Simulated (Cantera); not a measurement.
Input: 1 mol Al2O3, 12 mol Cl2, at 1748.15 K and 10.0 Torr.

Equilibrium computed with Cantera from the NASA thermochemical tables; the gas is ideal and each condensed phase is pure. Candidate condensed phases: Al, AlCl3, Al2O3; 17 gas species. The numbers say what is thermodynamically allowed, not how fast it happens.

Base state: Cl 0.814, Cl2 0.146, AlCl3 0.0225, O2 0.0167, ClO 0.000227, O 8.23e-5 (mole fractions); condensed: Al2O3(s).

**Question.** What changes in the equilibrium state with this change: Al2O3 replaced by CaO?

**Answer.** 
| species | before | after |
|---|---|---|
| Cl | 0.814 | 0.790 |
| Cl2 | 0.146 | 0.138 |
| CaCl2 | 0 | 0.0484 |
| AlCl3 | 0.0225 | 0 |
| O2 | 0.0167 | 0.0240 |
| O | 8.23e-5 | 9.86e-5 |
| ClO | 0.000227 | 0.000264 |
| Al2O3(s), mol | 0.770 | 0 |
Further candidate phases: Ca, CaCl2, CaO.
